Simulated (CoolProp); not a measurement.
Saturation properties of decamethylcyclopentasiloxane (D5).

Values from CoolProp's reference Helmholtz-energy equation of state, Thol 2019.

```tsv
T (K)	p (MPa)	liquid density (kg/m³)	vapour density (kg/m³)	enthalpy of vaporisation (kJ/kg)	liquid cp (kJ/(kg K))
454.9	0.04832	780.3	5.005	120.2	1.944
471.8	0.07527	759.1	7.683	114.3	1.975
488.8	0.1129	736.8	11.44	108.3	2.009
505.8	0.1636	713.1	16.59	101.9	2.044
522.7	0.2297	687.6	23.52	95.04	2.083
539.7	0.3149	659.4	32.97	87.54	2.128
556.6	0.4216	627.7	45.85	79.19	2.185
573.6	0.5551	590.0	64.20	69.38	2.266
```

It boils at 484.1 K under 1 atm.
